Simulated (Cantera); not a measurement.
A freely propagating, adiabatic, planar premixed flame of 5.04 % C3H8, 19.4 % O2, 73.1 % N2, 2.42 % H2O, unburnt at 575 K and 94000 Pa; mixture-averaged transport, grid criteria slope 0.08 and curve 0.16, no radiation.

Cantera simulation using GRI-Mech 3.0 (53 species, 325 reactions); the numbers are that mechanism's predictions, not measurements. GRI-Mech 3.0 was tuned for natural gas; its chemistry of propane as a main component is partial and can be far from experiment. Burning velocities carry a grid error of a few per cent, more on coarse grids.

### Question
Predict: laminar burning velocity; thermal thickness; peak x(C2H6); peak x(O).

### Answer
| Quantity | Result |
|---|---|
| laminar burning velocity | 124 cm/s |
| thermal thickness | 0.302 mm |
| peak x(C2H6) | 0.00237 |
| peak x(O) | 0.00194 |
